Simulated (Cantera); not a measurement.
Input: 1 mol V₂O₅, 370 mol H₂, 8.4 mol N₂, equilibrated at 2173.15 K.

These are equilibrium values from Cantera (NASA tables, ideal gas, pure condensed phases), not measurements of a reactor. Candidate condensed phases: H₂O, V, VN, VO, V₂O₃, V₂O₄, V₂O₅; 28 gas species. VO: taken at fixed stoichiometry. The numbers say what is thermodynamically allowed, not how fast it happens.

### Question
What share of the V ends up in condensed phases as a function of P (Pa), at 10, 100, 1000, 10000, 100000, 1000000?

### Answer
```tsv
P (Pa)	V condensed (%)	as
10	0.0	-
100	0.0	-
1000	23.6	VO(l)
10000	91.9	VO(l)
100000	99.2	VO(l)
1000000	99.9	VO(l)
```
